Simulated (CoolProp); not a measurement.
Properties of carbonyl sulfide along the isotherm 321.7 K (Tc = 378.8 K, pc = 6.369 MPa, ω = 0.098).

Model: reference Helmholtz-energy equation of state, Lemmon 2006, in CoolProp. It is a short technical equation, of lower accuracy than the large ones.

```json
[
 {"p (MPa)": "0.245", "phase": "gas", "cv (kJ/(kg K))": "0.5784", "isothermal compressibility (1/MPa)": "4.173", "fugacity coefficient": "0.9789"},
 {"p (MPa)": "0.49", "phase": "gas", "cv (kJ/(kg K))": "0.5856", "isothermal compressibility (1/MPa)": "[?]", "fugacity coefficient": "0.9578"},
 {"p (MPa)": "0.735", "phase": "gas", "cv (kJ/(kg K))": "0.5934", "isothermal compressibility (1/MPa)": "1.466", "fugacity coefficient": "0.9367"},
 {"p (MPa)": "0.98", "phase": "gas", "cv (kJ/(kg K))": "0.6021", "isothermal compressibility (1/MPa)": "1.134", "fugacity coefficient": "[?]"},
 {"p (MPa)": "1.22", "phase": "gas", "cv (kJ/(kg K))": "0.6117", "isothermal compressibility (1/MPa)": "0.9430", "fugacity coefficient": "[?]"},
 {"p (MPa)": "1.47", "phase": "gas", "cv (kJ/(kg K))": "0.6232", "isothermal compressibility (1/MPa)": "0.8165", "fugacity coefficient": "0.8734"},
 {"p (MPa)": "1.71", "phase": "gas", "cv (kJ/(kg K))": "0.6364", "isothermal compressibility (1/MPa)": "0.7366", "fugacity coefficient": "0.8526"},
 {"p (MPa)": "1.96", "phase": "gas", "cv (kJ/(kg K))": "0.6532", "isothermal compressibility (1/MPa)": "0.6836", "fugacity coefficient": "[?]"},
 {"p (MPa)": "2.45", "phase": "liquid", "cv (kJ/(kg K))": "0.7165", "isothermal compressibility (1/MPa)": "0.007488", "fugacity coefficient": "0.7319"},
 {"p (MPa)": "2.69", "phase": "liquid", "cv (kJ/(kg K))": "0.7162", "isothermal compressibility (1/MPa)": "0.007342", "fugacity coefficient": "0.6705"},
 {"p (MPa)": "2.94", "phase": "liquid", "cv (kJ/(kg K))": "0.7160", "isothermal compressibility (1/MPa)": "0.007197", "fugacity coefficient": "0.6173"},
 {"p (MPa)": "3.18", "phase": "liquid", "cv (kJ/(kg K))": "0.7157", "isothermal compressibility (1/MPa)": "0.007063", "fugacity coefficient": "0.5740"}
]
```

### Question
Some entries are withheld; supply them.

### Answer

- 0.49, isothermal compressibility (1/MPa): 2.139
- 0.98, fugacity coefficient: 0.9157
- 1.22, fugacity coefficient: 0.8950
- 1.96, fugacity coefficient: 0.8308
